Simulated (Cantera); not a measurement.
# Premixed flame

A freely propagating, adiabatic, planar premixed flame of 44.1 % H₂, 13.0 % O₂, 40.2 % N₂, 2.82 % H₂O, equivalence ratio 1.7, unburnt at 450 K and 1130 Torr; mixture-averaged transport, grid criteria slope 0.08 and curve 0.16, no radiation.

Model: the H2/O2 subset of GRI-Mech 3.0, which has no nitrogen chemistry, integrated in Cantera. Burning velocities carry a grid error of a few per cent, more on coarse grids.

| z (mm) | T (K) | u (m/s) | x H₂ | x O₂ | x HO₂ | x O | x H | x OH |
|---|---|---|---|---|---|---|---|---|
| -0.660 | 450 | 6.49 | 0.441 | 0.130 | <1e-8 | <1e-8 | <1e-8 | <1e-8 |
| -0.440 | 450 | 6.49 | 0.441 | 0.130 | <1e-8 | <1e-8 | <1e-8 | <1e-8 |
| -0.330 | 450 | 6.49 | 0.441 | 0.130 | <1e-8 | <1e-8 | <1e-8 | <1e-8 |
| -0.220 | 450 | 6.49 | 0.440 | 0.130 | 1.01e-7 | <1e-8 | <1e-8 | <1e-8 |
| -0.110 | 467 | 6.69 | 0.436 | 0.130 | 0.000192 | 3.12e-6 | 2.19e-5 | 1.88e-5 |
| -0.0550 | 731 | 10.2 | 0.403 | 0.125 | 0.000432 | 0.000217 | 0.00463 | 0.00109 |
| 0 | 1194 | 16.1 | 0.312 | 0.0927 | 0.000153 | 0.00273 | 0.0350 | 0.00232 |
| 0.0550 | 1520 | 20.2 | 0.215 | 0.0367 | 5.32e-5 | 0.00510 | 0.0709 | 0.00578 |
| 0.110 | 1676 | 22.1 | 0.177 | 0.0111 | 1.53e-5 | 0.00410 | 0.0810 | 0.00766 |
| 0.220 | 1816 | 23.8 | 0.171 | 0.00283 | 3.80e-6 | 0.00298 | 0.0730 | 0.00879 |
| 0.440 | 1952 | 25.3 | 0.179 | 0.00158 | 2.07e-6 | 0.00210 | 0.0570 | 0.00887 |
| 0.880 | 2080 | 26.7 | 0.186 | 0.000926 | 1.22e-6 | 0.00127 | 0.0413 | 0.00795 |
| 1.76 | 2186 | 27.9 | 0.192 | 0.000463 | 6.41e-7 | 0.000645 | 0.0281 | 0.00632 |
x: mole fraction of selected species; z is measured from the peak of heat release.

```
Property                     Value
------------------------  --------
laminar burning velocity  649 cm/s
thermal thickness         0.220 mm
peak x(HO₂)               0.000619
peak x(O)                  0.00510
peak x(H)                   0.0810
peak x(OH)                 0.00896
```
